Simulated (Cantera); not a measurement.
What does this Cantera script print?

```python
import numpy as np
import cantera as ct

gas_names = """
    Cu CuO Cu2 H HO2 H2 H2O H2O2 O OH O2 O3
""".split()
cond_names = """
    Cu(cr) Cu(L) CuO(s) CuO2H2(s) Cu2O(s) Cu2O(L) H2O(s) H2O(L)
""".split()


# ... load() reads the species with a 1 bar reference pressure and builds the phases ...
atoms = {
    'Cu2O': {'Cu': 2, 'O': 1},
    'H2': {'H': 2},
    'H2O': {'H': 2, 'O': 1},
}
top_T = {'CuO(s)': 1390}  # K; cautious upper limits of use, not melting points


# ... equilibrate(T, P, feed) seeds the gas with the atoms and calls Mixture.equilibrate('TP', solver="vcs", rtol=1e-11, max_steps=5000) ...
results = []
feed = {'Cu2O': 1, 'H2': 0.68, 'H2O': 1.5}  # mol
P = 950  # Pa
for T in [1075, 1125, 1175, 1225, 1275, 1325, 1375, 1425]:
    mix = equilibrate(T, P, feed)
    results.append((T, P, feed, dict(zip(mix.species_names, mix.species_moles))))

top = {s: max(r[3][s] / sum(r[3][g] for g in gas_names) for r in results) for s in gas_names}
cols = sorted((s for s in top if top[s] > 0.0001), key=lambda s: -top[s])[:5]
seen = [c for c in cond_names if any(r[3].get(c, 0) > 1e-12 for r in results)]
print("log10 of partial pressures in bar; condensed amounts in mol")
print(f"{'T/K':>10s}" + "".join(f"{s[:9]:>10s}" for s in cols + seen))
for T, P, feed, n in results:
    ng = sum(n[g] for g in gas_names)
    print(f"{T:10.4g}" + "".join(f"{np.log10(max(n[s] / ng * P / 1e5, 1e-99)):10.3f}" for s in cols)
          + "".join(f"{n.get(c, 0):10.4g}" for c in seen))
```

Output:

```
log10 of partial pressures in bar; condensed amounts in mol
       T/K       H2O        O2        Cu        H2        OH    Cu(cr)     Cu(L)   Cu2O(s)
      1075    -2.022    -8.759    -9.593    -6.797    -8.879      1.36         0      0.32
      1125    -2.022    -8.037    -8.874    -6.621    -8.347      1.36         0    0.3201
      1175    -2.022    -7.379    -8.218    -6.459    -7.861      1.36         0    0.3201
      1225    -2.022    -6.775    -7.616    -6.310    -7.415      1.36         0      0.32
      1275    -2.022    -6.220    -7.063    -6.170    -7.004      1.36         0    0.3199
      1325    -2.022    -5.708    -6.552    -6.041    -6.624     1.361         0    0.3193
      1375    -2.023    -5.209    -6.085    -5.933    -6.266         0     1.365    0.3174
      1425    -2.023    -4.699    -5.663    -5.855    -5.922         0     1.378     0.311
```

These are equilibrium values from Cantera (NASA tables, ideal gas, pure condensed phases), not measurements of a reactor. Mutual solubility and eutectic melting of coexisting phases are not modelled.
